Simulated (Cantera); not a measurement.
A perfectly stirred reactor is fed with H2 : O2 : N2 = 0.41 : 1 : 7.3 (molar parts), equivalence ratio 0.20, at 44000 Pa; it is held at 1250 K, and followed from long to short residence time.

Cantera simulation using GRI-Mech 3.0 (53 species, 325 reactions); the numbers are that mechanism's predictions, not measurements. The temperature is held fixed by assumption; the heat of reaction is taken as removed at once.

Q: What does this change do: N2 7.3 to 19 parts?

A: 
```tsv
quantity	before	after
x(H2) at τ = 1.10 s	4.09e-5	2.90e-5
x(O2) at τ = 1.10 s	0.0934	0.0393
x(N2O) at τ = 1.10 s	6.06e-7	5.22e-7
x(H) at τ = 1.10 s	2.12e-6	2.71e-6
x(NO) at τ = 1.10 s	5.30e-7	4.41e-7
x(H2) at τ = 14.0 ms	0.000640	0.000434
x(O2) at τ = 14.0 ms	0.0933	0.0393
x(N2O) at τ = 14.0 ms	2.50e-7	1.89e-7
x(H) at τ = 14.0 ms	0.000164	0.000198
x(NO) at τ = 14.0 ms	3.63e-7	3.80e-7
```
